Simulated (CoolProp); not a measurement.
Model: reference Helmholtz-energy equation of state, Zhou 2016, in CoolProp.

**Question.** Give the vapour pressure (bar), vapour density (kg/m³), enthalpy of vaporisation (kJ/kg), liquid cp (kJ/(kg K)) of saturated R245ca at 348.4 K.

**Answer.** 
```csv
T (K),p (bar),vapour density (kg/m³),enthalpy of vaporisation (kJ/kg),liquid cp (kJ/(kg K))
348.4,5.04,26.5,173,1.48
```
